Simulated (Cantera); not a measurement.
An isothermal, constant-pressure homogeneous reactor starts with CH4 : H2O = 1 : 0.56 (molar parts), at 2025 K and 1000000 Pa.

Computed with Cantera and GRI-Mech 3.0 (53 species, 325 reactions). GRI-Mech 3.0 stops at C3 and has no aromatics, soot or wall deposition, so with more carbon than oxygen in the feed, carbon stays in small species such as C2H2 where larger ones or solid carbon would form.

x: mole fraction; the columns are a selection and need not sum to one.

```tsv
t (s)	x CH4	x H2O	x HCO	x C2H2	x C2H6	x CO	x HO2
0.000200	0.0791	0.219	6.81e-8	0.156	0.000118	0.0142	5.59e-12
0.000478	0.0467	0.192	7.11e-8	0.155	4.34e-5	0.0285	4.38e-12
0.00114	0.0353	0.154	1.06e-7	0.140	2.58e-5	0.0548	2.73e-12
0.00274	…	…	…	…	…	…	1.17e-12
0.00654	0.0259	0.0549	2.37e-7	0.0884	1.37e-5	0.135	<1e-12
0.0156	0.0222	0.0183	2.94e-7	0.0691	1.02e-5	0.167	<1e-12
0.0374	0.0204	0.00232	3.20e-7	0.0606	8.69e-6	0.181	<1e-12
0.0894	0.0201	3.79e-5	3.24e-7	0.0594	8.49e-6	0.184	<1e-12
0.214	0.0201	1.47e-5	3.24e-7	0.0593	8.49e-6	0.184	<1e-12
0.511	0.0201	1.47e-5	3.24e-7	0.0593	8.49e-6	0.184	<1e-12
1.22	0.0201	1.47e-5	3.24e-7	0.0593	8.49e-6	0.184	<1e-12
2.92	0.0201	1.47e-5	3.24e-7	0.0593	8.49e-6	0.184	<1e-12
6.99	0.0201	1.47e-5	3.24e-7	0.0593	8.49e-6	0.184	<1e-12
16.7	0.0201	1.47e-5	3.24e-7	0.0593	8.49e-6	0.184	<1e-12
40.0	0.0201	1.47e-5	3.24e-7	0.0593	8.49e-6	0.184	<1e-12
```

Task: Some entries are withheld; supply them.

Result: 
- 0.00274, x CH4: 0.0306
- 0.00274, x H2O: 0.105
- 0.00274, x HCO: 1.66e-7
- 0.00274, x C2H2: 0.115
- 0.00274, x C2H6: 1.92e-5
- 0.00274, x CO: 0.0935
